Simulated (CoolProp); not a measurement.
The fluid at 298.15 K and 0.388 MPa flows at 0.055 m/s in a round tube of 6 mm bore and 1.5 µm roughness, fully developed (64/Re and Nu = 3.66 if laminar; Colebrook and Gnielinski if turbulent). The same conditions are run with several fluids, on thermodynamics alone (safety and materials aside).

Values from CoolProp's reference Helmholtz-energy equation of state of each fluid (C3F8 (R218): Lemmon 2006; propane: Lemmon 2009; sulfur hexafluoride: Guder 2009; R143a: Lemmon and Jacobsen 2000; propylene: Lemmon 2013).

```
fluid                Reynolds number  Darcy friction factor  pressure drop (Pa/m)  heat-transfer coefficient (W/(m² K))  mass flow (kg/h)
-------------------  ---------------  ---------------------  --------------------  ------------------------------------  ----------------
C3F8 (R218)               (withheld)             (withheld)                 0.596                                  7.62             0.181
propane                   (withheld)             (withheld)                 0.398                                  11.2        (withheld)
sulfur hexafluoride       (withheld)                  0.124                 0.747                                  8.00             0.134
R143a                            416             (withheld)                 0.546                                  9.19            0.0790
propylene                        269             (withheld)                 0.419                                  10.6            0.0391
```

### Question
Complete the blanks.

### Answer

- C3F8 (R218), Reynolds number: 873
- C3F8 (R218), Darcy friction factor: 0.0733
- propane, Reynolds number: 299
- propane, Darcy friction factor: 0.214
- propane, mass flow (kg/h): 0.0413
- sulfur hexafluoride, Reynolds number: 517
- R143a, Darcy friction factor: 0.154
- propylene, Darcy friction factor: 0.238

Transport values come from each fluid's own correlations; those of C3F8 (R218), R143a, propylene are estimates that may be off by 10 % or more.
